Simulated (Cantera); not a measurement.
An isothermal, constant-pressure homogeneous reactor starts with NH3 : N2 = 1 : 0.26 (molar parts), at 2150 K and 0.148 atm.

Computed with Cantera and the gas-phase N/H chemistry of the illustrative SiF4/NH3 mechanism in the Surface Chemkin manual (1991). Walls and surfaces, which speed up NH3 decomposition in real reactors, are not modelled.

One state of this run: x NH3 = 1.27e-6; x NH = 1.90e-8; x H = 0.00888; x N2 = 0.335; x H2 = 0.656; x N2H2 = <1e-12. x: mole fraction; the columns are a selection and need not sum to one.

**Question.** Which value of t (s) does it belong to?
A) 1.08
B) 0.158
C) 7.34
D) 0.00341

**Answer.** C, 7.34
